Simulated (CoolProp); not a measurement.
Properties of isobutene along the isotherm 363 K (Tc = 418.1 K, pc = 4016 kPa, ω = 0.193).

The numbers come from the reference Helmholtz-energy equation of state, Lemmon 2005 in CoolProp. It is a short technical equation, of lower accuracy than the large ones.

| p (kPa) | phase | density (kg/m³) | fugacity coefficient |
|---|---|---|---|
| 31.7 | gas | 0.5919 | 0.9957 |
| 56.5 | gas | 1.059 | 0.9923 |
| 100 | gas | 1.885 | 0.9863 |
| 179 | gas | 3.413 | 0.9755 |
| 317 | gas | 6.171 | ? |
| 565 | gas | 11.46 | 0.9230 |
| 1000 | gas | 22.08 | 0.8638 |
| 1790 | liquid | 493.5 | ? |
| 3170 | liquid | ? | 0.4004 |
| 5650 | liquid | ? | ? |
| 10000 | liquid | 526.8 | 0.1625 |

Question: Some entries are withheld; supply them.

Answer: 
- 317, fugacity coefficient: 0.9567
- 1790, fugacity coefficient: 0.6735
- 3170, density (kg/m³): 500.8
- 5650, density (kg/m³): 511.7
- 5650, fugacity coefficient: 0.2461
